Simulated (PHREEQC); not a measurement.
0.96 g of hydrous ferric oxide (600 m²/g; 0.2 weak and 0.005 strong sites per Fe, Dzombak-Morel constants, diffuse double layer) in 1 kg of water with 0.001 mol/kgw of an inert sodium salt and 0.0029 mol Na2HAsO4 and 0.00027 mol MnCl2, at 25 °C; the pH is set by adding NaOH or the inert anion's acid. The system is closed to oxygen. CO2 from the air is kept out. Nothing may precipitate in this run.

Base run: PHREEQC, ion-association model, wateq4f.dat. Each further column changes one thing. The table gives As sorbed (%).

```
pH   base  no electrostatic term (-no_edl)  background salt from 0.001 to 0.0001 mol/kgw  oxide from 0.96 to 4.8 g/kgw
---  ----  -------------------------------  --------------------------------------------  ----------------------------
3    74.2                             73.6                                          74.2                         100.0
4    74.0                             73.7                                          74.0                         100.0
5    73.0                                …                                          73.0                         100.0
5.5  71.8                                …                                          71.8                         100.0
6.5  66.5                             74.2                                          66.4                         100.0
7.5  52.4                             74.3                                          52.3                         100.0
8.5  37.9                             74.3                                          37.8                             …
9    27.5                             74.3                                          27.5                             …
10   13.0                             74.3                                          12.8                          49.8
11    8.6                             74.3                                           8.4                          30.3
```

### Question
Complete the blanks.

### Answer

- 5, no electrostatic term (-no_edl): 73.8
- 5.5, no electrostatic term (-no_edl): 73.9
- 8.5, oxide from 0.96 to 4.8 g/kgw: 97.8
- 9, oxide from 0.96 to 4.8 g/kgw: 87.9

In at least one series the solution becomes supersaturated in solids that the run did not let form, among them Mn3(AsO4)2:8H2O. The database has no arsenate complexes of Mn. The oxide is taken as insoluble; below pH 4 it would dissolve.
